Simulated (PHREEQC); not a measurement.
Make-up at 25 °C: 0.0011 mol/kgw H3PO4 and 0.0017 mol/kgw Na2B4O7. Closed to the air; pH follows from the charge balance.

Computed with PHREEQC (ion-association model, phreeqc.dat).

```
Quantity                    Value
----------------  ---------------
pH                           8.55
ionic strength    0.00445 mol/kgw
total alkalinity      2.30 meq/kg
```

| species | molality | activity | log γ |
|---|---|---|---|
| H3BO3 | 0.00557 | 0.00557 | 0.000 |
| Na+ | 0.00340 | 0.00316 | -0.031 |
| H2BO3- | 0.00123 | 0.00115 | -0.031 |
| HPO4-2 | 0.00106 | 0.000796 | -0.123 |
| H2PO4- | 3.84e-5 | 3.58e-5 | -0.030 |
| NaHPO4- | 5.27e-6 | 4.91e-6 | -0.030 |
| OH- | 3.90e-6 | 3.63e-6 | -0.032 |
| PO4-3 | 2.46e-7 | 1.29e-7 | -0.282 |

No solid was allowed to form. Species that the database lacks are ignored.
